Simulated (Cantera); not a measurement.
Thermodynamics of aluminium and copper etching, feed Cu + F2 + N2

Feed: 1 mol Cu, 8 mol F2, 17 mol N2, held at 450 °C.

Equilibrium computed with Cantera from the NASA thermochemical tables; the gas is ideal and each condensed phase is pure. Candidate condensed phases: Cu, CuF2; 11 gas species. Equilibrium is a limit: real reactors are often held back by kinetics, nucleation or transport.

From 1.00 Pa to 1.00 bar the condensed part is CuF2(s).

```
P (Pa)   x N2       x F    x F2     x NF3    x CuF2    x NF2  n CuF2(s)
------  -----  --------  ------  --------  --------  -------  ---------
1       0.618     0.254   0.127   5.86e-5   8.41e-6  2.66e-9      1.000
6.80    0.664     0.125   0.210  0.000874   1.24e-6  1.18e-8      1.000
46      0.691    0.0524   0.248   0.00777   1.83e-7  3.72e-8      1.000
320     0.711    0.0188   0.223    0.0467   2.63e-8  8.94e-8      1.000
2200    0.735   0.00536   0.124     0.136   3.82e-9  1.33e-7       1.00
15000   0.750   0.00123  0.0450     0.203  5.61e-10  1.27e-7       1.00
100000  0.756  0.000264  0.0137     0.230  8.41e-11  1.00e-7       1.00
```
x: gas mole fraction; n: condensed amount in mol.
